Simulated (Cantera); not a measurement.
A Cantera script and what it prints.

```python
import numpy as np
import cantera as ct

gas_names = """
    H HNO HNO2 HNO3 HO2 H2 H2O H2O2 N NH NH2 NH3 NH2OH NO NO2 NO3 N2 N2H2 N2H4 N2O O OH O2 O3 Si SiH
    SiH2 SiH3 SiH4 SiN SiO SiO2 Si2 Si2N Si3
""".split()
cond_names = """
    H2O(s) H2O(L) Si(cr) Si(L) SiO2(Lqz) SiO2(hqz) SiO2(L) Si2N2O(s) Si3N4(a)
""".split()


# ... load() reads the species with a 1 bar reference pressure and builds the phases ...
atoms = {
    'Si3N4': {'Si': 3, 'N': 4},
    'H2O': {'H': 2, 'O': 1},
    'N2': {'N': 2},
    'N2O': {'N': 2, 'O': 1},
}
top_T = {'Si2N2O(s)': 2100, 'Si3N4(a)': 2400}  # K; cautious upper limits of use, not melting points


# ... equilibrate(T, P, feed) seeds the gas with the atoms and calls Mixture.equilibrate('TP', solver="vcs", rtol=1e-11, max_steps=5000) ...
results = []
feed = {'Si3N4': 1, 'H2O': 0.19, 'N2': 170, 'N2O': 0.026}  # mol
P = 10000  # Pa
for T in [1425, 1475, 1525, 1575, 1625, 1675, 1725, 1775, 1825, 1875]:
    mix = equilibrate(T, P, feed)
    results.append((T, P, feed, dict(zip(mix.species_names, mix.species_moles))))

top = {s: max(r[3][s] / sum(r[3][g] for g in gas_names) for r in results) for s in gas_names}
cols = sorted((s for s in top if top[s] > 0.0001), key=lambda s: -top[s])[:8]
seen = [c for c in cond_names if any(r[3].get(c, 0) > 1e-12 for r in results)]
print("log10 of partial pressures in bar; condensed amounts in mol")
print(f"{'T/K':>10s}" + "".join(f"{s[:9]:>10s}" for s in cols + seen))
for T, P, feed, n in results:
    ng = sum(n[g] for g in gas_names)
    print(f"{T:10.4g}" + "".join(f"{np.log10(max(n[s] / ng * P / 1e5, 1e-99)):10.3f}" for s in cols)
          + "".join(f"{n.get(c, 0):10.4g}" for c in seen))
```

It prints:

```
log10 of partial pressures in bar; condensed amounts in mol
       T/K        N2       SiO        H2 Si2N2O(s)  Si3N4(a)
      1425    -1.000    -8.230    -3.953     0.216     0.856
      1475    -1.000    -7.512    -3.953    0.2159     0.856
      1525    -1.000    -6.841    -3.953    0.2158    0.8561
      1575    -1.000    -6.214    -3.953     0.215    0.8563
      1625    -1.000    -5.627    -3.954     0.212    0.8573
      1675    -1.001    -5.076    -3.955    0.2017    0.8608
      1725    -1.001    -4.558    -3.956    0.1688    0.8717
      1775    -1.001    -4.069    -3.959   0.07064    0.9042
      1825    -1.001    -3.897    -3.962         0    0.9272
      1875    -1.001    -3.898    -3.967         0    0.9252
```

These are equilibrium values from Cantera (NASA tables, ideal gas, pure condensed phases), not measurements of a reactor. Mutual solubility and eutectic melting of coexisting phases are not modelled.
